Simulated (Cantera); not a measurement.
An isothermal, constant-pressure homogeneous reactor starts with CH4 : H2 = 1 : 12 (molar parts), at 1648 K and 1330 Pa. Integrator tolerance rtol = 1e-08.

Computed with Cantera and GRI-Mech 3.0 (53 species, 325 reactions). GRI-Mech 3.0 stops at C3 and has no aromatics, soot or wall deposition, so with more carbon than oxygen in the feed, carbon stays in small species such as C2H2 where larger ones or solid carbon would form. Radical loss at walls, strong at low pressure, is not modelled.

Q: What does this change do: pressure from 1330 Pa to 730 Pa?

A: 
```csv
quantity,before,after
x(CH4) at 5.00 s,0.0101 (gas-phase equilibrium 0.000471),0.0128 (gas-phase equilibrium 0.000258)
x(H2) at 5.00 s,0.958 (gas-phase equilibrium 0.963),0.956 (gas-phase equilibrium 0.963)
x(C2H4) at 5.00 s,3.77e-5 (gas-phase equilibrium 3.34e-5),3.12e-5 (gas-phase equilibrium 1.83e-5)
x(CH2) at 5.00 s,1.01e-7 (gas-phase equilibrium 5.87e-9),1.93e-7 (gas-phase equilibrium 5.88e-9)
x(CH3) at 5.00 s,0.000149 (gas-phase equilibrium 7.57e-6),0.000235 (gas-phase equilibrium 5.61e-6)
x(C2H6) at 5.00 s,3.10e-7 (gas-phase equilibrium 1.33e-9),4.70e-7 (gas-phase equilibrium 3.99e-10)
```
